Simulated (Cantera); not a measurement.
## N2O furnace oxynitridation

A perfectly stirred reactor is fed with N₂O : H₂ : N₂ = 1 : 0.0039 : 8.7 (molar parts), at 1330 Pa; it is held at 1300 K, and followed from long to short residence time.

Model: GRI-Mech 3.0 (53 species, 325 reactions), integrated in Cantera. GRI-Mech 3.0 was tuned for natural gas; its chemistry of N2O as a main component is partial and can be far from experiment. Radical loss at walls, strong at low pressure, is not modelled. The mechanism lacks the step 2 NO + O2 → 2 NO2, which can matter for NO2 below about 1400 K. The temperature is held fixed by assumption; the heat of reaction is taken as removed at once.

```json
[
 {"τ (s)": "2.1", "x N₂O": "0.0930", "x H₂": "3.86e-5", "x HO₂": "1.77e-7", "x OH": "1.04e-5", "x N₂": "0.901", "x H₂O₂": "8.94e-11", "x NO": "0.00127"},
 {"τ (s)": "0.55", "x N₂O": "0.100", "x H₂": "0.000102", "x HO₂": "5.80e-7", "x OH": "1.29e-5", "x N₂": "0.898", "x H₂O₂": "6.27e-10", "x NO": "0.000350"},
 {"τ (s)": "0.14", "x N₂O": "0.102", "x H₂": "0.000223", "x HO₂": "1.02e-6", "x OH": "1.41e-5", "x N₂": "0.897", "x H₂O₂": "1.81e-9", "x NO": "8.96e-5"},
 {"τ (s)": "0.038", "x N₂O": "0.103", "x H₂": "0.000344", "x HO₂": "8.54e-7", "x OH": "1.05e-5", "x N₂": "0.897", "x H₂O₂": "1.29e-9", "x NO": "2.38e-5"},
 {"τ (s)": "0.010", "x N₂O": "0.103", "x H₂": "0.000394", "x HO₂": "2.05e-7", "x OH": "3.70e-6", "x N₂": "0.897", "x H₂O₂": "9.48e-11", "x NO": "5.20e-6"},
 {"τ (s)": "0.0026", "x N₂O": "0.103", "x H₂": "0.000401", "x HO₂": "1.18e-8", "x OH": "6.43e-7", "x N₂": "0.897", "x H₂O₂": "1.43e-12", "x NO": "8.19e-7"},
 {"τ (s)": "0.00069", "x N₂O": "0.103", "x H₂": "0.000402", "x HO₂": "3.28e-10", "x OH": "6.52e-8", "x N₂": "0.897", "x H₂O₂": "<1e-12", "x NO": "8.88e-8"}
]
```
x: mole fraction; the columns are a selection and need not sum to one.
